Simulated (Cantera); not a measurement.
Charge: 1 mol MgO, 0.18 mol H₂, at 1598.15 K and 0.00610 bar.

Cantera equilibrium calculation (NASA polynomials, part measured and part estimated; ideal gas, pure solids and liquids). Candidate condensed phases: H₂O, Mg, MgO, Mg(OH)₂; 15 gas species. Kinetics and transport are ignored.

Base state: H₂ 0.997, H₂O 0.00133, Mg 0.00133, H 0.000681 (mole fractions); condensed: MgO(s).

**Question.** What changes in the equilibrium state with this change: 0.33 mol H₂O added?

**Answer.** 
```csv
species,before,after
H₂O,0.00133,0.647
H₂,0.997,0.353
H,0.000681,0.000405
Mg,0.00133,9.70e-7
OH,3.55e-8,2.90e-5
"MgO(s), mol",1.000,1.000
```
